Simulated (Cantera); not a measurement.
An isothermal, constant-pressure homogeneous reactor starts with CO : O₂ : H₂O : N₂ = 0.027 : 0.0039 : 0.0019 : 1 (molar parts), equivalence ratio 3.5, at 1350 K and 2.96 atm. Integrator tolerance rtol = 1e-08.

Computed with Cantera and GRI-Mech 3.0 (53 species, 325 reactions).

**Question.** What does this change do: temperature 1350 to 1050 K?

**Answer.** 
| quantity | before | after |
|---|---|---|
| x(CO) at 1.00 s | 0.0177 (gas-phase equilibrium 0.0177) | 0.0212 (gas-phase equilibrium 0.0174) |
| x(O₂) at 1.00 s | 1.83e-12 (gas-phase equilibrium <1e-12) | 0.00132 (gas-phase equilibrium <1e-12) |
| x(H₂O) at 1.00 s | 0.000896 (gas-phase equilibrium 0.000898) | 0.00178 (gas-phase equilibrium 0.000558) |
| x(H) at 1.00 s | 3.23e-7 (gas-phase equilibrium 4.27e-8) | 2.29e-7 (gas-phase equilibrium 1.69e-10) |
| x(CO₂) at 1.00 s | 0.00853 (gas-phase equilibrium 0.00853) | 0.00499 (gas-phase equilibrium 0.00887) |
| x(O) at 1.00 s | 2.66e-12 (gas-phase equilibrium <1e-12) | 2.22e-7 (gas-phase equilibrium <1e-12) |
| x(NO₂) at 1.00 s | <1e-12 (gas-phase equilibrium <1e-12) | 1.39e-10 (gas-phase equilibrium <1e-12) |
